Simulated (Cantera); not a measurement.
A closed system holds: 1 mol B2H6, 0.3 mol H2O, held at 100000 Pa.

Equilibrium computed with Cantera from the NASA thermochemical tables; the gas is ideal and each condensed phase is pure. Candidate condensed phases: B, B2O3, B3O3H3, H2O; 23 gas species. The feed counts by its element totals alone. Mutual solubility and eutectic melting of coexisting phases are not modelled. Kinetics and transport are ignored.

Over these rows the condensed part is B(s) + B2O3(l). Partial pressures as log10 of bar:

```csv
T (K),1000/T (1/K),log p B2O3,log p H2
1275,0.7843,-7.04,0.00
1325,0.7547,?,0.00
1375,0.7273,-5.88,0.00
1425,0.7018,-5.37,0.00
1475,0.6780,-4.89,0.00
1525,0.6557,-4.45,-0.01
```

Q: Fit log p(B2O3) = a + b·(1000/T) to the five rows, give the apparent enthalpy, and predict the row at 1325 K.

A: Means: 1000/T = 0.7094, log p = -5.526. Sxy = -0.198672, Sxx = 0.0098578, so b = -20.15 and a = -5.526 − (-20.15)×0.7094 = 8.77.
Apparent enthalpy: −19.145 × (-20.15) = 386 kJ/mol. The condensed phases alone fix this pressure, through B2O3(l) = B2O3(g), so the slope is that reaction's ΔH° and the other gases don't enter. The five rows lie within 0.01 of the line.
Prediction at 1325 K: 8.77 + (-20.15)×0.7547 = -6.44. The computed value is -6.44, 0.00 from the line.
